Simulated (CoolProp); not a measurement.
A Linde-Hampson liquefier for CF4 (R14): isothermal reversible compression at 320 K from 1 atm to 15 MPa, throttling to 1 atm, return gas leaving the recuperator 2 K below the feed. Each further row changes one setting.

Model: reference Helmholtz-energy equation of state, Platzer 1990, in CoolProp. This equation is an older, rougher fit; its heat capacities, sound speeds and derivatives of the liquid may be far off and weren't checked against measurements.

```tsv
case	liquid yield per pass	compression work (kJ/kg of gas)
as stated	[?]	141
high pressure 30 MPa	[?]	[?]
warm-end temperature 350 K	[?]	[?]
warm-end gap 7 K	0.180	141
```

### Question
Complete the blanks.

### Answer

- as stated, liquid yield per pass: 0.192
- high pressure 30 MPa, liquid yield per pass: 0.245
- high pressure 30 MPa, compression work (kJ/kg of gas): 159
- warm-end temperature 350 K, liquid yield per pass: 0.141
- warm-end temperature 350 K, compression work (kJ/kg of gas): 158
